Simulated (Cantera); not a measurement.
Feed: 1 mol Si, 0.086 mol HCl, 0.07 mol O₂, held at 550 °C and 75.0 Torr.

Equilibrium computed with Cantera from the NASA thermochemical tables; the gas is ideal and each condensed phase is pure. Candidate condensed phases: H₂O, Si, SiO₂; 30 gas species. The tables' values for SiCl₃ are old estimates; treat these amounts as uncertain. Rates play no part.

Base state: H₂ 0.643, SiCl₄ 0.290, SiHCl₃ 0.0624, HCl 0.00361, SiH₂Cl₂ 0.00113, SiCl₃ 0.000269, SiCl₂ 2.23e-5 (mole fractions); condensed: Si(s) + SiO₂(α-quartz).

### Question
What changes in the equilibrium state with this change: pressure from 75.0 Torr to 180 Torr?

### Answer
```json
[
 {"species": "H₂", "before": "0.643", "after": "0.638"},
 {"species": "SiCl₄", "before": "0.290", "after": "0.281"},
 {"species": "SiHCl₃", "before": "0.0624", "after": "0.0757"},
 {"species": "SiCl₂", "before": "2.23e-5", "after": "1.42e-5"},
 {"species": "SiH₂Cl₂", "before": "0.00113", "after": "0.00171"},
 {"species": "Si(s), mol", "before": "0.908", "after": "0.907"},
 {"species": "SiO₂(α-quartz), mol", "before": "0.0700", "after": "0.0700"}
]
```
